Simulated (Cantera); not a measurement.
Input (Python, Cantera):

```python
import numpy as np
import cantera as ct

gas = ct.Solution("h2o2.yaml")
gas.TPX = 300, 500000, {'H2': 1, 'O2': 0.294, 'N2': 1.11}
flame = ct.FreeFlame(gas, width=0.013)
flame.set_refine_criteria(ratio=3, slope=0.08, curve=0.16)
flame.transport_model = "mixture-averaged"
flame.solve(loglevel=0, auto=True)
z, T = flame.grid, flame.T
thick = (T[-1] - T[0]) / np.gradient(T, z).max()
show = ['H2', 'O2', 'OH', 'HO2', 'H2O', 'O']
print(f"laminar burning velocity  {flame.velocity[0] * 100:.3f} cm/s")
print(f"burnt temperature         {T[-1]:.1f} K")
print(f"thermal thickness         {thick * 1e3:.4f} mm")
print(f"grid points               {len(z)}")
z0 = z[flame.heat_release_rate.argmax()]
print(f"{'z/mm':>9s}{'T/K':>9s}{'u/(m/s)':>9s}" + "".join(f"{s:>11s}" for s in show))
rows = []
for k in (-3, -2, -1.5, -1, -0.5, -0.25, 0, 0.25, 0.5, 1, 2, 4, 8):
    zz = z0 + k * thick
    rows.append([k * thick, np.interp(zz, z, T), np.interp(zz, z, flame.velocity),
                 *(np.interp(zz, z, flame.X[gas.species_index(s)]) for s in show)])
    print(f"{rows[-1][0] * 1e3:9.3f}{rows[-1][1]:9.1f}{rows[-1][2]:9.3f}" + "".join(f"{x:11.3e}" for x in rows[-1][3:]))
```

Result:

```
laminar burning velocity  296.384 cm/s
burnt temperature         2186.1 K
thermal thickness         0.0432 mm
grid points               117
     z/mm      T/K  u/(m/s)         H2         O2         OH        HO2        H2O          O
   -0.130    300.0    2.964  4.160e-01  1.223e-01  2.047e-14  1.784e-11  3.539e-10  4.432e-12
   -0.086    300.0    2.964  4.159e-01  1.223e-01  1.586e-11  3.020e-09  5.059e-08  3.178e-10
   -0.065    300.2    2.965  4.157e-01  1.223e-01  3.470e-10  3.273e-08  5.133e-07  2.407e-09
   -0.043    302.7    2.983  4.142e-01  1.227e-01  2.870e-08  1.218e-06  1.691e-05  4.551e-08
   -0.022    375.8    3.610  3.964e-01  1.254e-01  1.736e-05  2.439e-04  2.374e-03  3.370e-06
   -0.011    712.0    6.577  3.545e-01  1.179e-01  9.353e-04  1.105e-03  3.040e-02  1.386e-04
    0.000   1155.3   10.397  2.952e-01  9.134e-02  1.567e-03  4.592e-04  9.405e-02  1.003e-03
    0.011   1473.5   13.129  2.371e-01  5.423e-02  2.839e-03  2.197e-04  1.666e-01  2.194e-03
    0.022   1660.2   14.740  1.985e-01  2.574e-02  3.975e-03  9.757e-05  2.195e-01  2.161e-03
    0.043   1826.5   16.140  1.737e-01  4.959e-03  4.679e-03  1.770e-05  2.591e-01  1.171e-03
    0.086   1945.0   17.079  1.739e-01  6.160e-04  4.356e-03  2.395e-06  2.698e-01  5.964e-04
    0.173   2037.8   17.785  1.793e-01  1.983e-04  3.349e-03  8.904e-07  2.735e-01  2.796e-04
    0.346   2103.9   18.275  1.836e-01  7.603e-05  2.230e-03  3.608e-07  2.764e-01  1.077e-04
```

Cantera simulation using the H2/O2 subset of GRI-Mech 3.0, which has no nitrogen chemistry; the numbers are that mechanism's predictions, not measurements. The hydrogen kinetics of GRI-Mech 3.0 are dated; newer H2 mechanisms differ, most at raised pressure. Burning velocities carry a grid error of a few per cent, more on coarse grids.
